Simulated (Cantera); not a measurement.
Charge: 1 mol AlI3, 47 mol N2O, 5.6 mol N2, equilibrated at 750 Torr.

Equilibrium computed with Cantera from the NASA thermochemical tables; the gas is ideal and each condensed phase is pure. Candidate condensed phases: Al, AlI3, AlN, Al2O3, I2; 21 gas species. Equilibrium is a limit: real reactors are often held back by kinetics, nucleation or transport. All values below are at 1300 °C.

Base state: N2 0.671, O2 0.290, I 0.0373, NO 0.00186, I2 0.000515 (mole fractions); condensed: Al2O3(s).

Question: What changes in the equilibrium state with this change: N2O from 47 to 9.6 mol?

Answer: 
```csv
species,before,after
N2,0.671,0.686
O2,0.290,0.182
I,0.0373,0.124
I2,0.000515,0.00571
NO,0.00186,0.00150
"Al2O3(s), mol",0.500,0.500
```
